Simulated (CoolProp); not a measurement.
Chlorine along the isotherm 431.1 K: Z from the reference equation and from simpler models built on Tc = 416.9 K, pc = 7.642 MPa, ω = 0.070; each cubic takes its own stable root.

Computed with CoolProp (reference Helmholtz-energy equation of state, Thol 2021).

```csv
p (MPa),phase,reference
0.478,gas,0.9819
0.955,gas,0.9634
1.43,gas,0.9444
1.91,gas,0.9247
2.39,gas,0.9043
2.87,gas,0.8832
3.34,gas,0.8617
3.82,gas,0.8388
```

Task: How far does each simpler model (van der Waals, Soave-Redlich-Kwong, Peng-Robinson) lie from the reference over these 8 states: mean and median of the absolute difference, and the worst?

Result: 
- van der Waals: mean 0.3 %, median 0.3 %, worst +0.5 % at 431.1 K and 3.82 MPa
- Soave-Redlich-Kwong: mean 0.7 %, median 0.7 %, worst -1.3 % at 431.1 K and 3.82 MPa
- Peng-Robinson: mean 1.8 %, median 1.8 %, worst -3.3 % at 431.1 K and 3.82 MPa
